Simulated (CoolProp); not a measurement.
A simple Rankine cycle with isohexane: condensing at 288.15 K, boiler at 2.5 MPa, turbine inlet 499.3 K, turbine efficiency 0.85, pump efficiency 0.6, no recuperator. Each further row changes one setting.

Values from CoolProp's reference Helmholtz-energy equation of state, Lemmon 2006. It is a short technical equation, of lower accuracy than the large ones.

```tsv
case	thermal efficiency (%)	net work (kJ/kg)	heat in (kJ/kg)	turbine exit temperature (K)	volume ratio over the turbine
as stated	21.4	154	719	400.9	179
turbine inlet 519.3 K	21.1	166	784	425.1	?
condensing temperature 280.15 K	22.5	165	737	395.3	257
boiler pressure 1.75 MPa	?	?	751	415.9	104
turbine efficiency 0.75	18.8	135	719	409.6	?
```

**Question.** Fill in the missing entries.

**Answer.** 
- turbine inlet 519.3 K, volume ratio over the turbine: 161
- boiler pressure 1.75 MPa, thermal efficiency (%): 20.4
- boiler pressure 1.75 MPa, net work (kJ/kg): 153
- turbine efficiency 0.75, volume ratio over the turbine: 183
